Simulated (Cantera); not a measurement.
Feed: 1 mol Si₃N₄, 0.93 mol N₂O, 110 mol N₂, equilibrated at 1.90 Pa.

These are equilibrium values from Cantera (NASA tables, ideal gas, pure condensed phases), not measurements of a reactor. Candidate condensed phases: Si, SiO₂, Si₂N₂O, Si₃N₄; 16 gas species. Mutual solubility and eutectic melting of coexisting phases are not modelled. Rates play no part.

Q: Which condensed phases are stable at each of these points (T (°C)): 1027, 1077, 1127, 1177, 1227, 1277, 1327, 1377, 1427, 1477, 1527?

A: 
| T (°C) | condensed phases | Si condensed (%) |
|---|---|---|
| 1027 | Si₂N₂O(s) + Si₃N₄(s) | 99.8 |
| 1077 | Si₂N₂O(s) + Si₃N₄(s) | 98.7 |
| 1127 | Si₂N₂O(s) + Si₃N₄(s) | 91.6 |
| 1177 | Si₃N₄(s) | 68.4 |
| 1227 | Si(s) | 66.8 |
| 1277 | Si(s) | 62.2 |
| 1327 | Si(s) | 49.0 |
| 1377 | Si(s) | 13.5 |
| 1427 | gas only | 0.0 |
| 1477 | gas only | 0.0 |
| 1527 | gas only | 0.0 |

From 1027 °C to 1127 °C the condensed part is Si₂N₂O(s) + Si₃N₄(s). At 1177 °C the condensed part is Si₃N₄(s). From 1227 °C to 1377 °C the condensed part is Si(s). From 1427 °C to 1527 °C nothing is condensed.
